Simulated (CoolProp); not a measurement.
Vapour-liquid equilibrium of R13 (1) + propylene (2) at 165.2 K; x and y are mole fractions of (1).

The numbers come from the multi-fluid Helmholtz-energy mixture model, Platzer 1990 and Lemmon 2013; pair parameters Bell 2016 in CoolProp. This equation is an older, rougher fit; its heat capacities, sound speeds and derivatives of the liquid may be far off and weren't checked against measurements.

| x | bubble pressure (kPa) | y at the bubble point | dew pressure at overall composition x (kPa) | liquid density (mol/L) |
|---|---|---|---|---|
| 0.05 | 4.462 | 0.574 | 2.094 | 16.13 |
| 0.15 | 8.155 | 0.786 | 2.330 | 16.05 |
| 0.25 | 10.64 | 0.849 | 2.627 | 15.96 |
| 0.35 | 12.34 | 0.879 | 3.010 | 15.88 |
| 0.45 | 13.57 | 0.898 | 3.523 | 15.81 |
| 0.55 | 14.54 | 0.912 | 4.245 | 15.73 |
| 0.65 | 15.39 | 0.926 | 5.334 | 15.66 |
| 0.75 | 16.25 | 0.940 | 7.156 | 15.60 |
| 0.85 | 17.19 | 0.959 | 10.69 | 15.55 |
| 0.95 | 18.26 | 0.984 | 16.77 | 15.51 |

No azeotrope shows between x = 0.05 and 0.95.

The pair parameters rest on a limited set of measurements; away from them the model extrapolates. With so large a gap from Raoult's law the liquid may split in two, which this calculation doesn't test in full.
